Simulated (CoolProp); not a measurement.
CHF3 (R23) along the isotherm 471.9 K: Z from the reference equation and from simpler models built on Tc = 299.3 K, pc = 4832 kPa, ω = 0.263; each cubic takes its own stable root.

Computed with CoolProp (reference Helmholtz-energy equation of state, Penoncello 2003).

| p (kPa) | phase | reference | van der Waals | Soave-Redlich-Kwong | Peng-Robinson |
|---|---|---|---|---|---|
| 4830 | gas | 0.9408 | ___ | 0.9591 | 0.9403 |
| 9660 | supercritical | 0.8936 | 0.8268 | 0.9358 | 0.9038 |
| 14500 | supercritical | 0.8652 | 0.7862 | 0.9327 | 0.8914 |
| 19300 | supercritical | 0.8600 | 0.8061 | 0.9483 | 0.8996 |
| 24200 | supercritical | 0.8758 | 0.8656 | 0.9791 | 0.9234 |
| 29000 | supercritical | 0.9061 | 0.9408 | 1.019 | 0.9570 |
| 33800 | supercritical | 0.9462 | 1.023 | 1.066 | ___ |
| 38700 | supercritical | 0.9937 | 1.111 | 1.119 | 1.043 |
| 43500 | supercritical | 1.044 | ___ | 1.173 | 1.090 |
| 48300 | supercritical | 1.098 | 1.286 | 1.229 | 1.140 |

Task: Complete the blanks.

Result: 
- 4830, van der Waals: 0.9089
- 33800, Peng-Robinson: 0.9973
- 43500, van der Waals: 1.198
